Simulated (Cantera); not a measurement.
A Cantera script and what it prints.

```python
import numpy as np
import cantera as ct

gas_names = """
    F F2 H HF H2 H2F2 H3F3 H4F4 H5F5 H6F6 H7F7 Si SiF SiF2 SiF3 SiF4 SiH SiHF3 SiH2 SiH2F2 SiH3 SiH3F
    SiH4 Si2 Si3
""".split()
cond_names = """
    Si(cr) Si(L)
""".split()


# ... load() reads the species with a 1 bar reference pressure and builds the phases ...
atoms = {
    'Si': {'Si': 1},
    'HF': {'H': 1, 'F': 1},
    'H2': {'H': 2},
}
top_T = {}  # K; cautious upper limits of use, not melting points


# ... equilibrate(T, P, feed) seeds the gas with the atoms and calls Mixture.equilibrate('TP', solver="vcs", rtol=1e-11, max_steps=5000) ...
results = []
feed = {'Si': 1, 'HF': 17, 'H2': 2.4}  # mol
P = 6.7  # Pa
for T in [1323, 1373, 1423, 1473, 1523, 1573, 1623, 1673]:
    mix = equilibrate(T, P, feed)
    results.append((T, P, feed, dict(zip(mix.species_names, mix.species_moles))))

top = {s: max(r[3][s] / sum(r[3][g] for g in gas_names) for r in results) for s in gas_names}
cols = sorted((s for s in top if top[s] > 1e-05), key=lambda s: -top[s])[:8]
seen = [c for c in cond_names if any(r[3].get(c, 0) > 1e-12 for r in results)]
print("log10 of partial pressures in bar; condensed amounts in mol")
print(f"{'T/K':>10s}" + "".join(f"{s[:9]:>10s}" for s in cols + seen))
for T, P, feed, n in results:
    ng = sum(n[g] for g in gas_names)
    print(f"{T:10.4g}" + "".join(f"{np.log10(max(n[s] / ng * P / 1e5, 1e-99)):10.3f}" for s in cols)
          + "".join(f"{n.get(c, 0):10.4g}" for c in seen))
```

Result:

```
log10 of partial pressures in bar; condensed amounts in mol
       T/K        HF        H2      SiF4      SiF3         H      SiF2     SiHF3
      1323    -4.325    -4.796    -5.440    -8.168    -8.197   -10.989    -9.847
      1373    -4.325    -4.796    -5.441    -7.809    -7.875   -10.317    -9.654
      1423    -4.325    -4.796    -5.443    -7.477    -7.576    -9.695    -9.477
      1473    -4.325    -4.797    -5.447    -7.171    -7.297    -9.119    -9.315
      1523    -4.324    -4.799    -5.456    -6.890    -7.036    -8.587    -9.169
      1573    -4.324    -4.802    -5.470    -6.635    -6.792    -8.098    -9.040
      1623    -4.323    -4.807    -5.494    -6.408    -6.564    -7.654    -8.933
      1673    -4.322    -4.815    -5.532    -6.212    -6.351    -7.256    -8.851
```

These are equilibrium values from Cantera (NASA tables, ideal gas, pure condensed phases), not measurements of a reactor. The tables' values for SiF3, SiF2 are old estimates; treat these amounts as uncertain.
